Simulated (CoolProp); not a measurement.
A simple Rankine cycle with carbonyl sulfide: condensing at 305.15 K, boiler at 5.05 MPa, turbine inlet 367.2 K, turbine efficiency 0.9, pump efficiency 0.6, no recuperator. Each further row changes one setting.

Values from CoolProp's reference Helmholtz-energy equation of state, Lemmon 2006. It is a short technical equation, of lower accuracy than the large ones.

| case | thermal efficiency (%) | net work (kJ/kg) | heat in (kJ/kg) | turbine exit temperature (K) | volume ratio over the turbine |
|---|---|---|---|---|---|
| as stated | 11.1 | 24.8 | 223 | 305.2 | 3.46 |
| turbine inlet 387.2 K | 11.9 | 30.8 | 258 | 305.2 | 3.03 |
| condensing temperature 297.15 K | 12.6 | 29.5 | 234 | 297.1 | 4.17 |
| boiler pressure 3.53 MPa | 9.1 | 23.8 | 262 | 306.0 | 2.12 |
| turbine efficiency 0.8 | 9.6 | 21.4 | 223 | 305.2 | 3.52 |

The expansion ends wet for: as stated; turbine inlet 387.2 K; condensing temperature 297.15 K; turbine efficiency 0.8.
